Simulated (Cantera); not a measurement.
Input: 1 mol Hg, 0.88 mol O2, 33 mol N2, held at 7.50 Torr.

Method: chemical equilibrium by Gibbs-energy minimisation in Cantera with the NASA 1993 tables (ideal gas, pure condensed phases). Candidate condensed phases: Hg, HgO; 10 gas species. The numbers say what is thermodynamically allowed, not how fast it happens.

x: gas mole fraction; n: condensed amount in mol.

```
T (°C)   x N2     x Hg    x O2        x NO       x NO2  n HgO(s)
------  -----  -------  ------  ----------  ----------  --------
177     0.987  0.00121  0.0120    1.23e-11    8.12e-11     0.959
277     0.946   0.0287  0.0252  (withheld)  (withheld)         0
377     0.946   0.0287  0.0252     3.20e-8     2.58e-9         0
477     0.946   0.0287  0.0252     3.05e-7     5.85e-9         0
577     0.946   0.0287  0.0252  (withheld)  (withheld)         0
677     0.946   0.0287  0.0252     6.66e-6     1.80e-8         0
777     0.946   0.0287  0.0252     2.01e-5     2.69e-8         0
```

Q: Some entries are withheld; supply them.

A: 
- 277, x NO: 1.48e-9
- 277, x NO2: 8.46e-10
- 577, x NO: 1.71e-6
- 577, x NO2: 1.10e-8
